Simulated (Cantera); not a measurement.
Input: 1 mol SiC, 0.21 mol CO2, 310 mol H2, equilibrated at 1425 °C and 13.3 mbar.

Cantera equilibrium calculation (NASA polynomials, part measured and part estimated; ideal gas, pure solids and liquids). Candidate condensed phases: C, C6H6, C7H8, C8H18, H2O, Si, SiC, SiO2; 123 gas species. Kinetics and transport are ignored.

Base state: H2 0.997, H 0.00125, CO 0.00102, SiO 0.000335 (mole fractions); condensed: SiC(s).

Problem. What changes in the equilibrium state with this change: temperature from 1425 °C to 1875 °C?

Solution. 
| species | before | after |
|---|---|---|
| H2 | 0.997 | 0.960 |
| H | 0.00125 | 0.0354 |
| Si | 6.53e-6 | 0.00218 |
| SiC2 | <1e-9 | 8.17e-5 |
| Si2C | 3.89e-8 | 0.000106 |
| C2H2 (acetylene) | 8.89e-7 | 0.000879 |
| SiC(s), mol | 0.893 | 0.156 |
Gases not in the tables: Si2H6 and higher silanes.

Problem. What changes in the equilibrium state with this change: SiC replaced by Si?

Solution. 
```json
[
 {"species": "H2", "before": "0.997", "after": "0.997"},
 {"species": "SiO", "before": "0.000335", "after": "0.00128"},
 {"species": "H", "before": "0.00125", "after": "0.00125"},
 {"species": "CO", "before": "0.00102", "after": "6.81e-5"},
 {"species": "Si", "before": "6.53e-6", "after": "4.94e-5"},
 {"species": "SiH2", "before": "1.84e-6", "after": "1.39e-5"},
 {"species": "SiC(s), mol", "before": "0.893", "after": "0.189"},
 {"species": "Si(l), mol", "before": "0", "after": "0.390"}
]
```
Mutual solubility and eutectic melting of coexisting phases are not modelled. Gases not in the tables: Si2H6 and higher silanes.
